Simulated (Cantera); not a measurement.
A freely propagating, adiabatic, planar premixed flame of 23.7 % CO, 2.84 % H2, 15.4 % O2, 58.0 % N2, equivalence ratio 0.86, unburnt at 723 K and 135 Torr; mixture-averaged transport, grid criteria slope 0.08 and curve 0.16, no radiation.

Computed with Cantera and GRI-Mech 3.0 (53 species, 325 reactions). Burning velocities carry a grid error of a few per cent, more on coarse grids.

**Question.** Predict: laminar burning velocity; thermal thickness; peak x(O).

**Answer.** 
```json
{
  "laminar_burning_velocity": "288 cm/s",
  "thermal_thickness": "9.81 mm",
  "peak x(O)": "0.0312"
}
```
